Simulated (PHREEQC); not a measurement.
# Polishing slurry liquid: an equilibrium model

Make-up at 25 °C: 0.014 mol HNO3 and 0.0068 mol H3BO3 per kg of water. Closed to the air; pH follows from the charge balance.

Computed with PHREEQC (ion-association model, wateq4f.dat).

The pH comes out as 1.90 and the ionic strength is 0.0140 mol/kgw. The total alkalinity is -14.0 meq/kg.

```
species  molality  activity   log γ
-------  --------  --------  ------
H+         0.0140    0.0126  -0.045
NO3-       0.0140    0.0124  -0.054
H3BO3     0.00680   0.00682   0.001
```

No solid was allowed to form. Complexes and solids missing from the database can't appear.
